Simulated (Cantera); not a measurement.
Input: 1 mol Si3H8, 140 mol N2, 4.6 mol HCl, equilibrated at 998.15 K and 525 Torr.

These are equilibrium values from Cantera (NASA tables, ideal gas, pure condensed phases), not measurements of a reactor. Candidate condensed phases: NH4Cl, Si, Si3N4; 28 gas species. The feed counts by its element totals alone. N2 is the only nitrogen source here; it is nearly inert below about 1500 K, so the nitride shown seldom forms there in practice. Kinetics and transport are ignored.

Base state: N2 0.942, HCl 0.0302, H2 0.0279, SiCl4 0.000299 (mole fractions); condensed: Si3N4(s).

Question: What changes in the equilibrium state with this change: Si3H8 replaced by Si2Cl6?

Answer: 
```tsv
species	before	after
N2	0.942	0.960
HCl	0.0302	0.0254
SiCl4	0.000299	0.0118
H2	0.0279	0.00311
SiHCl3	1.92e-6	1.01e-5
Si3N4(s), mol	0.985	0.0910
```

Question: What changes in the equilibrium state with this change: N2 from 140 to 23 mol?

Answer: 
| species | before | after |
|---|---|---|
| N2 | 0.942 | 0.714 |
| H2 | 0.0279 | 0.146 |
| HCl | 0.0302 | 0.135 |
| SiCl4 | 0.000299 | 0.00521 |
| SiHCl3 | 1.92e-6 | 3.92e-5 |
| NH3 | 1.86e-6 | 1.94e-5 |
| Si3N4(s), mol | 0.985 | 0.948 |
